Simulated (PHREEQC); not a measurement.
Dissolve 0.14 mol/kgw H2SO4 and 0.00041 mol/kgw FeSO4 at 42 °C. Closed to the air; pH follows from the charge balance.

Equilibrium calculation in PHREEQC: ion-association model, wateq4f.dat.

```json
{
  "pH": "0.90",
  "ionic_strength": "0.174 mol/kgw",
  "total_alkalinity": "-280 meq/kg"
}
```

```tsv
species	molality	activity	log γ
H+	0.157	0.125	-0.098
HSO4-	0.123	0.0903	-0.135
SO4-2	0.0168	0.00501	-0.526
Fe+2	0.000220	7.29e-5	-0.480
FeHSO4+	0.000106	7.92e-5	-0.127
FeSO4	8.37e-5	8.72e-5	0.017
```

This is a speciation only: nothing precipitates in the calculation. Away from 25 °C the constants follow the database's enthalpies or fits; those with neither stay at their 25 °C values.
